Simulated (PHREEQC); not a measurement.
Dissolve 1.9 mmol/kgw NaHSO4 and 0.075 mmol/kgw Na2B4O7 at 25 °C. Closed to the air; pH follows from the charge balance.

The numbers come from PHREEQC with the Pitzer model, pitzer.dat.

This is a speciation only: nothing precipitates in the calculation.

Predict the pH, specific conductance.

pH 2.84; specific conductance 871 µS/cm.

In which forms is S present?

SO4-2 90 %, HSO4- 9.8 % of the S.
